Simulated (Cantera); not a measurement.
Feed: 1 mol B₂H₆, 14 mol H₂O, at 0.100 bar.

Cantera equilibrium calculation (NASA polynomials, part measured and part estimated; ideal gas, pure solids and liquids). Candidate condensed phases: B, B₂O₃, B₃O₃H₃, H₂O; 23 gas species. The feed counts by its element totals alone. Gases not in the tables: H₃BO₃. Rates play no part. All values below are at 1373 K.

Base state: H₂O 0.631, H₂ 0.350, HBO₂ 0.0177, (HBO₂)₃ 0.00104, B₂O₃ 1.25e-5 (mole fractions); condensed: B₂O₃(l).

**Question.** What changes in the equilibrium state with this change: H₂O from 14 to 4.3 mol?

**Answer.** 
```csv
species,before,after
H₂,0.350,0.818
H₂O,0.631,0.172
HBO₂,0.0177,0.00925
(HBO₂)₃,0.00104,0.000149
HBO,2.26e-6,1.01e-5
B₂O₃,1.25e-5,1.25e-5
"B₂O₃(l), mol",0.821,0.964
```
